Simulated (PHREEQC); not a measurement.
Solution (25 °C): 0.02 mol Cu(NO3)2, 0.000176 mol H2SO4 and 0.013 mol Na2SO4 per kg of water. Closed to the air; pH follows from the charge balance.

The numbers come from PHREEQC with the ion-association model, phreeqc.dat.

This is a speciation only: nothing precipitates in the calculation.

Order these S species by the share of S that they hold, largest first: HSO4-, SO4-2, NaSO4-, CuSO4.

SO4-2 (63 %), CuSO4 (33 %), NaSO4- (3.2 %), HSO4- (0.68 %)

The pH is 3.66 and the ionic strength 0.0809 mol/kgw. Species that the database lacks are ignored.
